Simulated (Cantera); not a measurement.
An adiabatic, constant-volume homogeneous reactor starts with 12.6 % CH₄, 0.465 % CO, 15.4 % O₂, 57.6 % N₂, 13.9 % H₂O, equivalence ratio 1.6, at 1325 K and 900000 Pa.

Detailed kinetics in Cantera: GRI-Mech 3.0 (53 species, 325 reactions).

**Question.** Predict: time of steepest temperature rise; temperature at 0.600 s; equilibrium temperature; x(CO) at 0.600 s; x(O₂) at 0.600 s; x(H₂) at 0.600 s; x(CO₂) at 0.600 s.

**Answer.** 
```
Property                                                            Result
---------------------------------  ---------------------------------------
time of steepest temperature rise                                  1.91 ms
temperature at 0.600 s                                              2700 K
equilibrium temperature                                             2700 K
x(CO) at 0.600 s                     0.0847 (gas-phase equilibrium 0.0847)
x(O₂) at 0.600 s                   7.54e-5 (gas-phase equilibrium 7.54e-5)
x(H₂) at 0.600 s                     0.0961 (gas-phase equilibrium 0.0961)
x(CO₂) at 0.600 s                    0.0335 (gas-phase equilibrium 0.0335)
```
